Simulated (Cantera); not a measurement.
Input: 1 mol TiO2, a varied amount of H2, at 10.0 Torr.

Method: chemical equilibrium by Gibbs-energy minimisation in Cantera with the NASA 1993 tables (ideal gas, pure condensed phases). Candidate condensed phases: H2O, Ti, TiO, TiO2, Ti2O3, Ti3O5, Ti4O7; 12 gas species. Mutual solubility and eutectic melting of coexisting phases are not modelled. Condensed phases not in the tables: Magnéli phases beyond Ti4O7. Equilibrium is a limit: real reactors are often held back by kinetics, nucleation or transport.

**Question.** What condenses at these points (T in K, n(H2) in mol): (1198, 28); (1948, 120); (1423, 15); (1423, 120); (1348, 150); (1198, 23); (1498, 35); (1798, 15)?

**Answer.** 
| T (K) | n(H2) in mol | condensed phases | Ti condensed (%) |
|---|---|---|---|
| 1198 | 28 | TiO2 + Ti4O7 | 100.0 |
| 1948 | 120 | Ti2O3 + Ti3O5 | 99.9 |
| 1423 | 15 | TiO2 + Ti4O7 | 100.0 |
| 1423 | 120 | Ti3O5 + Ti4O7 | 100.0 |
| 1348 | 150 | Ti4O7 | 100.0 |
| 1198 | 23 | TiO2 + Ti4O7 | 100.0 |
| 1498 | 35 | Ti4O7 | 100.0 |
| 1798 | 15 | Ti3O5 | 100.0 |
